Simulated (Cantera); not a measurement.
Input (Python, Cantera) and output of one run.

```python
import numpy as np
import cantera as ct

gas_names = [...]  # 110 gases of nasa_gas.yaml made of C, F, H
cond_names = """
    C(gr) C6H6(L) C7H8(L) C8H18(L),n-octa
""".split()


# ... load() reads the species with a 1 bar reference pressure and builds the phases ...
atoms = {
    'CH3F': {'C': 1, 'H': 3, 'F': 1},
    'H2': {'H': 2},
}
top_T = {'C(gr)': 4500}  # K; cautious upper limits of use, not melting points


# ... equilibrate(T, P, feed) seeds the gas with the atoms and calls Mixture.equilibrate('TP', solver="vcs", rtol=1e-11, max_steps=5000) ...
results = []
feed = {'CH3F': 1, 'H2': 2}  # mol
P = 5.3  # Pa
for T in [2500, 2750, 3000, 3250, 3500, 3750, 4000, 4250, 4500, 4750, 5000]:
    mix = equilibrate(T, P, feed)
    results.append((T, P, feed, dict(zip(mix.species_names, mix.species_moles))))
    x = sorted(zip(gas.X, gas.species_names), reverse=True)
    print(f"T = {T:g} K  P = {P:g} Pa  gas = {mix.phase_moles(0):.4g} mol")
    print("   x: " + "  ".join(f"{s} {v:.3e}" for v, s in x if v > 1e-06))
    print("   condensed (mol): " + ("  ".join(f"{mix.phase(i).name} {mix.phase_moles(i):.4g}"
          for i in range(1, mix.n_phases) if mix.phase_moles(i) > 1e-12) or "none"))
```

Result:

```
T = 2500 K  P = 5.3 Pa  gas = 6.768 mol
   x: H 7.859e-01  HF 1.431e-01  H2 5.178e-02  C3 9.379e-03  F 4.537e-03  C 3.140e-03  C2 8.641e-04  C2H 6.105e-04  C2H2,acetylene 5.602e-04  CF 1.481e-04  C5 2.791e-05  CH 6.295e-06  C4 5.819e-06  C4H2 2.503e-06
   condensed (mol): C(gr) 0.7585
T = 2750 K  P = 5.3 Pa  gas = 7.75 mol
   x: H 7.979e-01  HF 9.022e-02  F 3.771e-02  C 3.154e-02  C3 2.764e-02  H2 7.211e-03  C2 6.035e-03  CF 1.092e-03  C2H 5.104e-04  C5 4.341e-05  C2H2,acetylene 3.978e-05  C4 1.905e-05  CH 1.373e-05
   condensed (mol): none
T = 3000 K  P = 5.3 Pa  gas = 8.64 mol
   x: H 7.832e-01  F 9.044e-02  C 8.958e-02  HF 2.433e-02  C2 5.247e-03  C3 4.839e-03  H2 1.304e-03  CF 9.801e-04  C2H 7.348e-05  CH 1.058e-05  C4 1.532e-06
   condensed (mol): none
T = 3250 K  P = 5.3 Pa  gas = 8.941 mol
   x: H 7.777e-01  C 1.088e-01  F 1.070e-01  HF 4.551e-03  C2 1.174e-03  H2 3.111e-04  CF 2.528e-04  C3 1.396e-04  CH 4.292e-06  C2H 3.626e-06  Electron 2.072e-06  CF+ 1.168e-06
   condensed (mol): none
T = 3500 K  P = 5.3 Pa  gas = 8.988 mol
   x: H 7.777e-01  C 1.107e-01  F 1.102e-01  HF 9.668e-04  C2 2.410e-04  H2 9.192e-05  CF 6.056e-05  Electron 6.913e-06  C+ 5.845e-06  C3 4.250e-06  CH 1.716e-06  CF+ 1.054e-06
   condensed (mol): none
T = 3750 K  P = 5.3 Pa  gas = 8.997 mol
   x: H 7.777e-01  C 1.110e-01  F 1.109e-01  HF 2.470e-04  C2 5.957e-05  H2 3.190e-05  Electron 2.448e-05  C+ 2.363e-05  CF 1.696e-05
   condensed (mol): none
T = 4000 K  P = 5.3 Pa  gas = 9 mol
   x: H 7.777e-01  F 1.110e-01  C 1.110e-01  Electron 7.787e-05  C+ 7.687e-05  HF 7.437e-05  C2 1.744e-05  H2 1.262e-05  CF 5.523e-06
   condensed (mol): none
T = 4250 K  P = 5.3 Pa  gas = 9.002 mol
   x: H 7.776e-01  F 1.111e-01  C 1.109e-01  Electron 2.189e-04  C+ 2.165e-04  HF 2.572e-05  C2 5.882e-06  H2 5.558e-06  CF 2.044e-06  H+ 1.963e-06
   condensed (mol): none
T = 4500 K  P = 5.3 Pa  gas = 9.005 mol
   x: H 7.773e-01  F 1.110e-01  C 1.105e-01  Electron 5.511e-04  C+ 5.437e-04  HF 9.985e-06  H+ 7.073e-06  H2 2.679e-06  C2 2.227e-06
   condensed (mol): none
T = 4750 K  P = 5.3 Pa  gas = 9.011 mol
   x: H 7.768e-01  F 1.110e-01  C 1.097e-01  Electron 1.262e-03  C+ 1.239e-03  H+ 2.237e-05  HF 4.273e-06  H2 1.392e-06
   condensed (mol): none
T = 5000 K  P = 5.3 Pa  gas = 9.024 mol
   x: H 7.756e-01  F 1.108e-01  C 1.082e-01  Electron 2.661e-03  C+ 2.597e-03  H+ 6.341e-05  HF 1.985e-06
   condensed (mol): none
```

Cantera equilibrium calculation (NASA polynomials, part measured and part estimated; ideal gas, pure solids and liquids).
